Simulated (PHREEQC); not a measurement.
**Ultrapure water in contact with air or piping: speciation**

Synthetic water in mg/kgw, 79 °C, pH 6.13, pe 9.1: Na 0.0546; K 0.0366; Ca 0.0324; Mg 0.00562; Cl 0.0299; S(6) as SO4 0.0981; Alkalinity as HCO3 0.149; O(0) (dissolved oxygen) 0.00264; Cd 0.000462.

Valence states are taken as typed.

Computed with PHREEQC (ion-association model, phreeqc.dat).

This is a speciation only: nothing precipitates in the calculation.

**Question.** Predict the charge-balance error.

**Answer.** charge-balance error 0.6 %.

**Question.** In which forms is C present?

**Answer.** CO2 61 %, HCO3- 39 % of the C.

Species that the database lacks are ignored. At this temperature some constants are extrapolated from 25 °C, and those without enthalpy data are left unchanged.
